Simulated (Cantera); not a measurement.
Charge: 1 mol C3H6, 0.037 mol O2, 0.19 mol N2, 0.067 mol H2O, at 525 K and 1000 Pa.

Method: chemical equilibrium by Gibbs-energy minimisation in Cantera with the NASA 1993 tables (ideal gas, pure condensed phases). Kinetics and transport are ignored.

| species | before | after |
|---|---|---|
| H2 | 0.245 | 0.901 |
| N2 | 0.0929 | 0.0560 |
| CO | 2.89e-5 | 0.0413 |
| CH4 | 0.594 | 0.00102 |
| H2O | 0.0676 | 0.000224 |
| NH3 | 6.60e-5 | 1.40e-6 |
| CO2 | 0.000693 | 1.64e-5 |
| C(graphite), mol | 1.78 | 2.86 |
Gas species are given as mole fractions.

**Question.** Which change was made?
A) temperature from 525 K to 975 K
B) C3H6 replaced by CO
C) O2 from 0.037 to 0.71 mol
D) H2O from 0.067 to 0.43 mol

**Answer.** A, temperature from 525 K to 975 K
